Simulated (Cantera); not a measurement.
Charge: 1 mol SiCl4, 0.58 mol HCl, 16 mol H2, at 452 °C and 1.10 bar.

Equilibrium computed with Cantera from the NASA thermochemical tables; the gas is ideal and each condensed phase is pure. Candidate condensed phases: Si; 19 gas species. Equilibrium is a limit: real reactors are often held back by kinetics, nucleation or transport.

Base state: H2 0.910, SiCl4 0.0564, HCl 0.0335, SiHCl3 0.000473 (mole fractions); condensed: gas only.

Problem. What changes in the equilibrium state with this change: temperature from 452 °C to 1002 °C?

Solution. 
| species | before | after |
|---|---|---|
| H2 | 0.910 | 0.878 |
| HCl | 0.0335 | 0.0652 |
| SiCl4 | 0.0564 | 0.0299 |
| SiHCl3 | 0.000473 | 0.0163 |
| SiCl2 | <1e-9 | 0.00451 |
| SiCl3 | 6.16e-8 | 0.00455 |
| SiH3Cl | <1e-9 | 2.59e-5 |
| SiH2Cl2 | 2.76e-7 | 0.00123 |
The tables' values for SiCl3 are old estimates; treat these amounts as uncertain.
